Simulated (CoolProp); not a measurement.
A simple Rankine cycle with R142b: condensing at 323.15 K, boiler at 1.72 MPa, turbine inlet 469 K, turbine efficiency 0.6, pump efficiency 0.6, no recuperator. Each further row changes one setting.

The numbers come from the reference Helmholtz-energy equation of state, Lemmon 2006 in CoolProp. It is a short technical equation, of lower accuracy than the large ones.

```json
[
 {"case": "as stated", "thermal efficiency (%)": "5.4", "net work (kJ/kg)": "17.5", "heat in (kJ/kg)": "326", "turbine exit temperature (K)": "443.9", "volume ratio over the turbine": "?"},
 {"case": "condensing temperature 315.15 K", "thermal efficiency (%)": "6.4", "net work (kJ/kg)": "?", "heat in (kJ/kg)": "?", "turbine exit temperature (K)": "438.8", "volume ratio over the turbine": "?"},
 {"case": "boiler pressure 1.2 MPa", "thermal efficiency (%)": "?", "net work (kJ/kg)": "11.3", "heat in (kJ/kg)": "331", "turbine exit temperature (K)": "?", "volume ratio over the turbine": "1.75"},
 {"case": "turbine efficiency 0.5", "thermal efficiency (%)": "?", "net work (kJ/kg)": "14.3", "heat in (kJ/kg)": "326", "turbine exit temperature (K)": "446.8", "volume ratio over the turbine": "2.54"}
]
```

Task: What belongs in the gaps?

Result: 
- as stated, volume ratio over the turbine: 2.52
- condensing temperature 315.15 K, net work (kJ/kg): 21.6
- condensing temperature 315.15 K, heat in (kJ/kg): 337
- condensing temperature 315.15 K, volume ratio over the turbine: 3.11
- boiler pressure 1.2 MPa, thermal efficiency (%): 3.4
- boiler pressure 1.2 MPa, turbine exit temperature (K): 454.3
- turbine efficiency 0.5, thermal efficiency (%): 4.4
